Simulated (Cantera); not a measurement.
A closed system holds: 1 mol Si3N4, 0.002 mol O2, 36 mol N2, held at 16.0 mbar.

Method: chemical equilibrium by Gibbs-energy minimisation in Cantera with the NASA 1993 tables (ideal gas, pure condensed phases). Candidate condensed phases: Si, SiO2, Si2N2O, Si3N4; 16 gas species. Mutual solubility and eutectic melting of coexisting phases are not modelled. The tables' values for SiN are old estimates; treat these amounts as uncertain. Rates play no part.

x: gas mole fraction; n: condensed amount in mol.

```tsv
T (K)	x N2	x Si	x SiO	x Si2N	x SiN	x Si2	n Si2N2O(s)	n Si3N4(s)	n Si(l)
1198	1.00	<1e-12	(withheld)	<1e-12	<1e-12	<1e-12	0.00400	0.997	0
1273	1.00	<1e-12	(withheld)	<1e-12	<1e-12	<1e-12	0.00400	0.997	0
1348	1.00	2.62e-11	(withheld)	<1e-12	8.76e-12	<1e-12	0.00400	0.997	0
1423	1.000	6.78e-10	(withheld)	1.51e-12	1.56e-10	<1e-12	0.00398	0.997	0
1498	1.000	1.26e-8	(withheld)	6.22e-11	2.07e-9	<1e-12	0.00374	0.997	0
1573	1.000	1.77e-7	(withheld)	1.79e-9	2.13e-8	1.90e-11	0.00161	0.998	0
1648	1.000	1.94e-6	0.000111	3.75e-8	1.77e-7	7.76e-10	0	0.999	0
1723	1.000	1.72e-5	0.000111	6.00e-7	1.22e-6	2.28e-8	0	0.998	0
1798	1.000	0.000127	0.000111	7.56e-6	7.14e-6	5.00e-7	0	0.997	0
1873	0.999	0.000551	0.000105	3.73e-5	2.51e-5	4.11e-6	0	0	2.97
```

### Question
Complete the blanks.

### Answer

- 1198, x SiO: 6.23e-11
- 1273, x SiO: 1.95e-9
- 1348, x SiO: 4.14e-8
- 1423, x SiO: 6.32e-7
- 1498, x SiO: 7.30e-6
- 1573, x SiO: 6.64e-5
